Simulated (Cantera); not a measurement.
Cantera run, input and output.

```python
import numpy as np
import cantera as ct

gas = ct.Solution("gri30.yaml")
gas.TPX = 1075, 100000, {'CH2O': 0.034, 'O2': 0.043, 'N2': 1}
reactor = ct.IdealGasConstPressureReactor(gas, energy="off", clone=False)
net = ct.ReactorNet([reactor])
net.rtol, net.atol = 1e-08, 1e-18
show = ['CH2O', 'O2', 'NO', 'HCN', 'NO2']
times = np.geomspace(4e-05, 3, 10)

steps = ct.SolutionArray(gas, extra=["t"])
rows = []
print(f"{'t/s':>10s}{'T/K':>9s}{'P/Pa':>11s}" + "".join(f"{s:>11s}" for s in show))
for t in times:
    while net.time < t:
        t_next = net.step()
        steps.append(gas.state, t=t_next)
    rows.append([np.interp(t, steps.t, y) for y in (steps.T, steps.P, *steps(*show).X.T)])
    print(f"{t:10.3e}{rows[-1][0]:9.1f}{rows[-1][1]:11.4g}" + "".join(f"{x:11.3e}" for x in rows[-1][2:]))
rate = np.gradient(steps.T, steps.t)
print("integrator steps:", len(steps.t))
if steps.T.max() > steps.T[0] + 200:
    print(f"time of steepest temperature rise: {steps.t[rate.argmax()]:.4e} s")
gas.TPX = 1075, 100000, {'CH2O': 0.034, 'O2': 0.043, 'N2': 1}
gas.equilibrate("TP")
print(f"equilibrium (TP): T = {gas.T:.1f} K  " + "  ".join(f"{s} {gas[s].X[0]:.3e}" for s in show))
```

Output:

```
       t/s      T/K       P/Pa       CH2O         O2         NO        HCN        NO2
 4.000e-05   1075.0      1e+05  3.157e-02  3.992e-02  5.216e-22  1.267e-22  1.499e-25
 1.392e-04   1075.0      1e+05  3.157e-02  3.992e-02  4.185e-21  7.462e-22  1.325e-23
 4.846e-04   1075.0      1e+05  3.153e-02  3.989e-02  1.045e-19  7.383e-21  3.546e-21
 1.687e-03   1075.0      1e+05  3.065e-02  3.918e-02  1.987e-17  2.105e-19  1.453e-17
 5.872e-03   1075.0      1e+05  7.998e-03  2.659e-02  1.244e-14  1.320e-16  4.284e-14
 2.044e-02   1075.0      1e+05  1.964e-11  1.159e-02  1.262e-07  6.052e-15  6.752e-10
 7.114e-02   1075.0      1e+05  1.378e-13  8.711e-03  1.339e-07  2.019e-15  4.703e-09
 2.476e-01   1075.0      1e+05  2.925e-16  8.391e-03  1.230e-07  1.174e-15  1.654e-08
 8.619e-01   1075.0      1e+05 -3.797e-18  8.358e-03  1.257e-07  8.489e-16  1.394e-08
 3.000e+00   1075.0      1e+05  3.928e-20  8.356e-03  1.370e-07  6.153e-16  2.723e-09
integrator steps: 2098
equilibrium (TP): T = 1075.0 K  CH2O 2.886e-26  O2 8.349e-03  NO 1.466e-05  HCN 8.353e-29  NO2 9.648e-08
```

Cantera simulation using GRI-Mech 3.0 (53 species, 325 reactions); the numbers are that mechanism's predictions, not measurements. The temperature is held fixed by assumption; the heat of reaction is taken as removed at once.
